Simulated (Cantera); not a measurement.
What does this Cantera script print?

```python
import numpy as np
import cantera as ct

gas = ct.Solution("gri30.yaml")
gas.TPX = 1650, 100000, {'CH4': 1, 'CO': 1.1, 'O2': 4.94, 'N2': 18.6}
reactor = ct.IdealGasReactor(gas, energy="on", clone=False)
net = ct.ReactorNet([reactor])
net.rtol, net.atol = 1e-08, 1e-16
show = ['CH4', 'CO', 'O2', 'CH2O', 'CH2', 'CO2', 'C2H2']
times = np.geomspace(4e-06, 1, 16)

steps = ct.SolutionArray(gas, extra=["t"])
rows = []
print(f"{'t/s':>10s}{'T/K':>9s}{'P/Pa':>11s}" + "".join(f"{s:>11s}" for s in show))
for t in times:
    while net.time < t:
        t_next = net.step()
        steps.append(gas.state, t=t_next)
    rows.append([np.interp(t, steps.t, y) for y in (steps.T, steps.P, *steps(*show).X.T)])
    print(f"{t:10.3e}{rows[-1][0]:9.1f}{rows[-1][1]:11.4g}" + "".join(f"{x:11.3e}" for x in rows[-1][2:]))
rate = np.gradient(steps.T, steps.t)
print("integrator steps:", len(steps.t))
if steps.T.max() > steps.T[0] + 200:
    print(f"time of steepest temperature rise: {steps.t[rate.argmax()]:.4e} s")
gas.TPX = 1650, 100000, {'CH4': 1, 'CO': 1.1, 'O2': 4.94, 'N2': 18.6}
gas.equilibrate("UV")
print(f"equilibrium (UV): T = {gas.T:.1f} K  " + "  ".join(f"{s} {gas[s].X[0]:.3e}" for s in show))
```

Output:

```
       t/s      T/K       P/Pa        CH4         CO         O2       CH2O        CH2        CO2       C2H2
 4.000e-06   1650.0      1e+05  3.900e-02  4.290e-02  1.927e-01  5.584e-08  4.145e-12  3.864e-07  2.292e-15
 9.161e-06   1650.0      1e+05  3.899e-02  4.290e-02  1.927e-01  3.639e-07  1.632e-11  1.072e-06  1.072e-13
 2.098e-05   1649.9      1e+05  3.898e-02  4.290e-02  1.927e-01  2.304e-06  7.675e-11  3.194e-06  4.812e-12
 4.804e-05   1650.0      1e+05  3.892e-02  4.289e-02  1.926e-01  1.540e-05  5.251e-10  1.059e-05  2.251e-10
 1.100e-04   1650.7  1.001e+05  3.857e-02  4.287e-02  1.924e-01  1.262e-04  8.233e-09  4.699e-05  1.676e-08
 2.520e-04   2035.2  1.258e+05  7.018e-03  6.187e-02  1.498e-01  1.252e-03  4.419e-05  5.504e-03  1.775e-04
 5.771e-04   2702.7  1.636e+05  1.286e-17  1.712e-02  9.415e-02  2.863e-11  3.614e-16  6.490e-02  1.477e-20
 1.322e-03   2698.8  1.632e+05  1.257e-17  1.667e-02  9.156e-02  2.767e-11  3.323e-16  6.540e-02  1.365e-20
 3.027e-03   2689.4  1.625e+05  1.202e-17  1.635e-02  8.834e-02  2.662e-11  2.978e-16  6.578e-02  1.225e-20
 6.931e-03   2684.0  1.622e+05  1.171e-17  1.616e-02  8.651e-02  2.603e-11  2.792e-16  6.599e-02  1.150e-20
 1.587e-02   2683.3  1.621e+05  1.167e-17  1.614e-02  8.629e-02  2.596e-11  2.770e-16  6.602e-02  1.141e-20
 3.635e-02   2683.3  1.621e+05  1.167e-17  1.614e-02  8.629e-02  2.596e-11  2.770e-16  6.602e-02  1.141e-20
 8.326e-02   2683.3  1.621e+05  1.167e-17  1.614e-02  8.629e-02  2.596e-11  2.770e-16  6.602e-02  1.141e-20
 1.907e-01   2683.3  1.621e+05  1.167e-17  1.614e-02  8.629e-02  2.596e-11  2.770e-16  6.602e-02  1.141e-20
 4.367e-01   2683.3  1.621e+05  1.167e-17  1.614e-02  8.629e-02  2.596e-11  2.770e-16  6.602e-02  1.141e-20
 1.000e+00   2683.3  1.621e+05  1.167e-17  1.614e-02  8.629e-02  2.596e-11  2.770e-16  6.602e-02  1.141e-20
integrator steps: 1713
time of steepest temperature rise: 2.5325e-04 s
equilibrium (UV): T = 2683.3 K  CH4 1.704e-17  CO 1.614e-02  O2 8.629e-02  CH2O 2.596e-11  CH2 3.581e-16  CO2 6.602e-02  C2H2 1.253e-20
```

Cantera simulation using GRI-Mech 3.0 (53 species, 325 reactions); the numbers are that mechanism's predictions, not measurements.
